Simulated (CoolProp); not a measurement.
Vapour pressure (bar) of oxygen: the reference equation beside estimates from Tc = 154.6 K, pc = 50.46 bar, ω = 0.022.

Model: reference Helmholtz-energy equation of state, Schmidt 1985, in CoolProp.

```json
[
 {"T (K)": "105.8", "reference": "4.020", "Redlich-Kwong": "3.635", "Peng-Robinson": "4.041"},
 {"T (K)": "109.6", "reference": "5.286", "Redlich-Kwong": "4.906", "Peng-Robinson": "5.309"},
 {"T (K)": "113.4", "reference": "6.821", "Redlich-Kwong": "6.469", "Peng-Robinson": "6.849"},
 {"T (K)": "117.1", "reference": "8.605", "Redlich-Kwong": "8.302", "Peng-Robinson": "8.641"},
 {"T (K)": "120.9", "reference": "10.77", "Redlich-Kwong": "10.53", "Peng-Robinson": "?"},
 {"T (K)": "124.7", "reference": "13.29", "Redlich-Kwong": "13.15", "Peng-Robinson": "13.36"},
 {"T (K)": "128.5", "reference": "16.22", "Redlich-Kwong": "16.19", "Peng-Robinson": "16.30"},
 {"T (K)": "132.3", "reference": "19.58", "Redlich-Kwong": "19.67", "Peng-Robinson": "19.69"},
 {"T (K)": "136.1", "reference": "23.41", "Redlich-Kwong": "?", "Peng-Robinson": "23.56"},
 {"T (K)": "139.8", "reference": "?", "Redlich-Kwong": "27.95", "Peng-Robinson": "27.82"},
 {"T (K)": "143.6", "reference": "32.52", "Redlich-Kwong": "32.92", "Peng-Robinson": "32.74"}
]
```

Complete the blanks.


- 120.9, Peng-Robinson: 10.81
- 136.1, Redlich-Kwong: 23.62
- 139.8, reference: 27.63

Absolute difference from the reference over all 11 rows, mean and median: Redlich-Kwong 3.0 and 1.2 %, Peng-Robinson 0.5 and 0.5 %.
